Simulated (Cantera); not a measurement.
Feed: 1 mol CCl₄, 18 mol H₂, equilibrated at 10.0 mbar.

Equilibrium computed with Cantera from the NASA thermochemical tables; the gas is ideal and each condensed phase is pure. Candidate condensed phases: C, C₆H₆, C₇H₈, C₈H₁₈; 91 gas species. The numbers say what is thermodynamically allowed, not how fast it happens.

x: gas mole fraction; n: condensed amount in mol.

| T (°C) | x H | x H₂ | x HCl | x Cl | x C | x C₂H₂ (acetylene) | n C(graphite) |
|---|---|---|---|---|---|---|---|
| 1227 | 0.000157 | 0.800 | 0.200 | 3.17e-5 | <1e-12 | 7.22e-6 | 0.999 |
| 1427 | 0.00132 | 0.799 | 0.200 | 0.000256 | 1.51e-12 | 5.86e-5 | 0.998 |
| 1627 | 0.00707 | 0.793 | 0.198 | 0.00133 | 3.15e-10 | 0.000303 | 0.988 |
| 1827 | 0.0274 | 0.775 | 0.192 | 0.00500 | 2.37e-8 | 0.00112 | 0.954 |
| 2027 | 0.0824 | 0.724 | 0.176 | 0.0144 | 8.37e-7 | 0.00313 | [?] |
| 2227 | 0.198 | 0.618 | 0.144 | 0.0326 | 1.66e-5 | 0.00669 | [?] |
| 2427 | 0.381 | 0.450 | 0.0980 | 0.0577 | 0.000212 | 0.0106 | [?] |
| 2627 | 0.590 | 0.263 | 0.0519 | 0.0797 | 0.00139 | 0.00656 | 0 |
| 2827 | 0.748 | 0.124 | 0.0223 | 0.0913 | 0.00483 | 0.00147 | 0 |
| 3027 | 0.827 | 0.0512 | 0.00884 | 0.0955 | 0.0116 | 0.000208 | 0 |

What belongs in the gaps?


- 2027, n C(graphite): 0.867
- 2227, n C(graphite): 0.683
- 2427, n C(graphite): 0.313
